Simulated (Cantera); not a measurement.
## Adiabatic ignition

An adiabatic, constant-pressure homogeneous reactor starts with CH4 : O2 : N2 = 1 : 2.99 : 11.2 (molar parts), equivalence ratio 0.67, at 1600 K and 7500 Torr.

Cantera simulation using GRI-Mech 3.0 (53 species, 325 reactions); the numbers are that mechanism's predictions, not measurements.

| t (s) | T (K) | x CH4 | x O2 | x CH3 | x CO2 | x OH |
|---|---|---|---|---|---|---|
| 1.00e-6 | 1600 | 0.0658 | 0.197 | 3.97e-6 | 3.40e-11 | 5.20e-8 |
| 3.71e-6 | 1600 | 0.0658 | 0.197 | 1.93e-5 | 1.74e-9 | 1.67e-7 |
| 1.38e-5 | 1600 | 0.0656 | 0.197 | 0.000125 | 2.17e-7 | 9.98e-7 |
| 5.12e-5 | 1634 | 0.0585 | 0.192 | 0.000620 | 5.13e-5 | 1.86e-5 |
| 0.000190 | 2751 | <1e-12 | 0.0635 | <1e-12 | 0.0563 | 0.0135 |
| 0.000707 | 2738 | <1e-12 | 0.0594 | <1e-12 | 0.0565 | 0.0129 |
| 0.00263 | 2731 | <1e-12 | 0.0573 | <1e-12 | 0.0566 | 0.0125 |
| 0.00976 | 2731 | <1e-12 | 0.0572 | <1e-12 | 0.0566 | 0.0125 |
| 0.0362 | 2731 | <1e-12 | 0.0572 | <1e-12 | 0.0566 | 0.0125 |
| 0.135 | 2731 | <1e-12 | 0.0572 | <1e-12 | 0.0566 | 0.0125 |
| 0.500 | 2731 | <1e-12 | 0.0572 | <1e-12 | 0.0566 | 0.0125 |
x: mole fraction; the columns are a selection and need not sum to one.

```yaml
time_of_steepest_temperature_rise: 67.5 µs
temperature at 0.500 s: 2731 K
equilibrium_temperature: 2731 K
x(CH4) at 0.500 s: <1e-12 (gas-phase equilibrium <1e-12)
x(O2) at 0.500 s: 0.0572 (gas-phase equilibrium 0.0572)
x(CH3) at 0.500 s: <1e-12 (gas-phase equilibrium <1e-12)
```
